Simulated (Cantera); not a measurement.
Input: 1 mol CsCl, 0.058 mol HCl, 39 mol H2, equilibrated at 752 °C and 80.0 Pa.

Equilibrium computed with Cantera from the NASA thermochemical tables; the gas is ideal and each condensed phase is pure. Candidate condensed phases: Cs, CsCl; 9 gas species. Rates play no part.

What is the equilibrium state?


| Item | Result |
|---|---|
| x(H2) | 0.974 |
| x(CsCl) | 0.0246 |
| x(HCl) | 0.00145 |
| x(Cs2Cl2) | 0.000206 |
| gas amount | 40.05 mol |
| log10 activity of CsCl(l) (absent) | -1.77 |
| log10 activity of Cs(l) (absent) | -9.94 |
